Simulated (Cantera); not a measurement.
A perfectly stirred reactor is fed with 9.71 % C₂H₆, 90.3 % N₂, at 98.0 Pa; it is held at 1875 K, and followed from long to short residence time.

Cantera simulation using GRI-Mech 3.0 (53 species, 325 reactions); the numbers are that mechanism's predictions, not measurements. GRI-Mech 3.0 stops at C3 and has no aromatics, soot or wall deposition, so with more carbon than oxygen in the feed, carbon stays in small species such as C2H2 where larger ones or solid carbon would form. Radical loss at walls, strong at low pressure, is not modelled.

x: mole fraction; the columns are a selection and need not sum to one.

| τ (s) | x C₂H₆ | x H | x CH₄ | x C₂H₄ | x CH₂ |
|---|---|---|---|---|---|
| 0.55 | 0.000173 | 0.00242 | 0.0115 | 0.00107 | 4.36e-5 |
| 0.21 | 0.000438 | 0.00261 | 0.0160 | 0.00240 | 6.40e-5 |
| 0.078 | 0.00113 | 0.00282 | 0.0208 | 0.00520 | 9.25e-5 |
| 0.030 | 0.00283 | 0.00299 | 0.0242 | 0.0102 | 0.000128 |
| 0.011 | ? | 0.00301 | 0.0237 | ? | ? |
| 0.0042 | 0.0178 | 0.00270 | 0.0174 | 0.0232 | 0.000201 |
| 0.0016 | ? | ? | ? | ? | ? |
| 0.00060 | 0.0668 | 0.000975 | 0.00230 | 0.00594 | 0.000103 |
| 0.00023 | 0.0849 | 0.000241 | 0.000478 | 0.000631 | 2.64e-5 |

Question: Some entries are withheld; supply them.

Answer: 
- 0.011, x C₂H₆: 0.00734
- 0.011, x C₂H₄: 0.0177
- 0.011, x CH₂: 0.000170
- 0.0016, x C₂H₆: 0.0390
- 0.0016, x H: 0.00196
- 0.0016, x CH₄: 0.00818
- 0.0016, x C₂H₄: 0.0182
- 0.0016, x CH₂: 0.000184
